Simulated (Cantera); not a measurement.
A Cantera script and what it prints.

```python
import numpy as np
import cantera as ct

gas_names = """
    Fe FeO Fe(OH)2 H HO2 H2 H2O H2O2 O OH O2 O3
""".split()
cond_names = """
    Fe(a) Fe(c) Fe(d) Fe(L) FeO(s) FeO(L) Fe(OH)2(s) Fe(OH)3(s) Fe2O3(s) Fe3O4(s) H2O(s) H2O(L)
""".split()


# ... load() reads the species with a 1 bar reference pressure and builds the phases ...
atoms = {
    'Fe2O3': {'Fe': 2, 'O': 3},
    'H2': {'H': 2},
}
top_T = {'Fe2O3(s)': 1830, 'Fe3O4(s)': 1870}  # K; cautious upper limits of use, not melting points


# ... equilibrate(T, P, feed) seeds the gas with the atoms and calls Mixture.equilibrate('TP', solver="vcs", rtol=1e-11, max_steps=5000) ...
results = []
T = 1475  # K
P = 133.322  # Pa
for m in [0.73, 1.8, 4.4, 11, 26, 65, 160, 390, 970, 2400]:
    feed = {'Fe2O3': 1, 'H2': m}  # mol
    mix = equilibrate(T, P, feed)
    results.append((T, P, feed, dict(zip(mix.species_names, mix.species_moles))))

top = {s: max(r[3][s] / sum(r[3][g] for g in gas_names) for r in results) for s in gas_names}
cols = sorted((s for s in top if top[s] > 1e-05), key=lambda s: -top[s])[:7]
seen = [c for c in cond_names if any(r[3].get(c, 0) > 1e-12 for r in results)]
print("log10 of partial pressures in bar; condensed amounts in mol")
print(f"{'n(H2)':>10s}" + "".join(f"{s[:9]:>10s}" for s in cols + seen))
for T, P, feed, n in results:
    ng = sum(n[g] for g in gas_names)
    print(f"{feed['H2']:10.4g}" + "".join(f"{np.log10(max(n[s] / ng * P / 1e5, 1e-99)):10.3f}" for s in cols)
          + "".join(f"{n.get(c, 0):10.4g}" for c in seen))
```

Output:

```
log10 of partial pressures in bar; condensed amounts in mol
     n(H2)        H2       H2O         H        Fe        OH   Fe(OH)2     Fe(c)    FeO(s)  Fe3O4(s)
      0.73    -4.572    -2.884    -7.173    -9.136    -7.066    -7.798         0     1.146    0.2846
       1.8    -3.227    -3.130    -6.501    -7.545    -7.985    -8.044         0         2         0
       4.4    -3.024    -3.413    -6.399    -7.059    -8.370    -8.327    0.2747     1.725         0
        11    -3.014    -3.439    -6.394    -7.059    -8.401    -8.390     1.999         0         0
        26    -2.929    -3.813    -6.351    -7.059    -8.817    -9.222     1.998         0         0
        65    -2.896    -4.211    -6.335    -7.059    -9.232   -10.051     1.996         0         0
       160    -2.884    -4.602    -6.329    -7.059    -9.629   -10.846      1.99         0         0
       390    -2.879    -4.989    -6.326    -7.059   -10.019   -11.624     1.974         0         0
       970    -2.877    -5.385    -6.325    -7.059   -10.415   -12.418     1.936         0         0
      2400    -2.876    -5.778    -6.325    -7.059   -10.809   -13.205     1.843         0         0
```

These are equilibrium values from Cantera (NASA tables, ideal gas, pure condensed phases), not measurements of a reactor. Mutual solubility and eutectic melting of coexisting phases are not modelled. The tables' stoichiometric FeO is somewhat more stable than real wüstite, so its field is too wide. FeO: taken at fixed stoichiometry.
